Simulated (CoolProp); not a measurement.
Aqueous ethylene glycol as a coolant, 25 % by mass, freezing at -11.0 °C, 1 atm.

Values from CoolProp's Melinder's fits for secondary coolants.

```tsv
T (°C)	conductivity (W/(m K))	viscosity (mPa s)	Prandtl number	cp (kJ/(kg K))
-6.4	0.458	4.76	38.9	3.747
-0.6	[?]	3.78	30.7	3.761
5.2	0.470	3.06	[?]	3.775
10.9	0.476	2.52	20.0	[?]
16.7	0.483	2.09	16.5	3.803
22.5	0.488	1.77	13.8	3.817
28.3	0.494	1.51	11.7	3.830
34	0.500	1.31	[?]	3.844
```

**Question.** Fill in the missing entries.

**Answer.** 
- -0.6, conductivity (W/(m K)): 0.464
- 5.2, Prandtl number: 24.5
- 10.9, cp (kJ/(kg K)): 3.789
- 34, Prandtl number: 10.1
